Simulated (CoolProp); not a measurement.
Vapour-liquid equilibrium of propane (1) + R152A (2) at 0.369 MPa; x and y are mole fractions of (1).

Computed with CoolProp (multi-fluid Helmholtz-energy mixture model, Lemmon 2009 and Outcalt 1996; pair parameters Bell 2016).

Question: Give the bubble temperature and the first vapour's composition at x = 0.05, 0.2, 0.35. Is there an azeotrope?

Answer: x = 0.05: 277.4 K, y = 0.193; x = 0.2: 268.0 K, y = 0.481; x = 0.35: 264.2 K, y = 0.593. y crosses x between x = 0.65 and 0.8: the model has an azeotrope there.

Pair parameters are fitted to limited data, so mixtures are less certain than the pure fluids.
